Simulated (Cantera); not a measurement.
**Catalytic combustion on Pt**

An isothermal plug-flow reactor at 625 K and 63000 Pa (inlet), inlet velocity 1 m/s, active area per volume 170 1/m; feed H₂ : O₂ : N₂ : H₂O = 0.0027 : 0.046 : 0.79 : 0.096 (molar parts).

Cantera simulation using Deutschmann's 1995 Pt surface mechanism with GRI-Mech 3.0 gas chemistry; the numbers are that mechanism's predictions, not measurements. Catalytic surfaces can have several steady states; this one follows from the mechanism file's or the stated starting coverage. Mass transfer to the wall is taken as infinitely fast.

```
z (m)        x H₂    x O₂  x H₂O  θ free Pt   θ O*   θ OH*
-------  --------  ------  -----  ---------  -----  ------
5.4e-05   0.00281  0.0492  0.103     0.0961  0.878  0.0257
9e-05     0.00276  0.0492  0.103     0.0945  0.880  0.0255
0.00015   0.00268  0.0491  0.103     0.0919  0.883  0.0252
0.00025   0.00256  0.0491  0.103     0.0879  0.887  0.0247
0.00042   0.00238  0.0490  0.103     0.0818  0.894  0.0240
0.0007    0.00213  0.0489  0.104     0.0734  0.904  0.0228
0.0012    0.00179  0.0487  0.104     0.0620  0.917  0.0212
0.0019    0.00147  0.0485  0.104     0.0509  0.930  0.0193
0.0032    0.00109  0.0484  0.105     0.0382  0.945  0.0169
0.0054   0.000764  0.0482  0.105     0.0268  0.959  0.0143
```
x: gas mole fraction; θ: surface coverage.
